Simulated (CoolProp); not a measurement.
Computed with CoolProp (reference Helmholtz-energy equation of state, Lemmon 2006). It is a short technical equation, of lower accuracy than the large ones.

### Question
For CH3F (R41), give the phase and the density (kg/m³), isothermal compressibility (1/MPa), expansivity (1/kK) at 224.6 K and 8.14 MPa; 281.9 K and 8.14 MPa; 367.7 K and 8.14 MPa.

### Answer
- 224.6 K and 8.14 MPa: liquid; density 830, isothermal compressibility 0.00216, expansivity 2.63
- 281.9 K and 8.14 MPa: liquid; density 681, isothermal compressibility 0.00732, expansivity 4.75
- 367.7 K and 8.14 MPa: supercritical; density 143, isothermal compressibility 0.199, expansivity 10.4
